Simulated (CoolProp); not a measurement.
A single-stage vapour-compression cycle with the fluid: evaporating at 324.15 K (dew point), condensing at 354.15 K (bubble point), superheat 8 K, subcooling 5 K, compressor efficiency 0.65, no pressure losses. The same conditions are run with several fluids, on thermodynamics alone (safety and materials aside).

Model: reference Helmholtz-energy equation of state of each fluid (cyclopropane: Polt 1992; dimethyl carbonate: Zhou 2011; R1224YDZ: Akasaka 2023; R124: de Vries 1995; isobutane: Bücker 2006; methanol: de Reuck 1993), in CoolProp. The equations of Platzer and Polt are older, rougher fits.

Task: Rank cyclopropane, dimethyl carbonate, R1224YDZ, R124, isobutane, methanol by cooling COP, highest first.

Result: dimethyl carbonate (6.66), methanol (6.50), R1224YDZ (6.24), isobutane (5.99), cyclopropane (5.93), R124 (5.89)

| fluid | pressure ratio | discharge temperature (K) | refrigerating effect (kJ/kg) | volumetric capacity (kJ/m³) |
|---|---|---|---|---|
| cyclopropane | 1.87 | 375.4 | 310 | 7930 |
| dimethyl carbonate | 3.10 | 374.6 | 365 | 291 |
| R1224YDZ | 2.21 | 362.7 | 127 | 2570 |
| R124 | 2.02 | 365.4 | 106 | 4960 |
| isobutane | 1.95 | 362.8 | 245 | 4240 |
| methanol | 3.23 | 432.9 | 1080 | 749 |
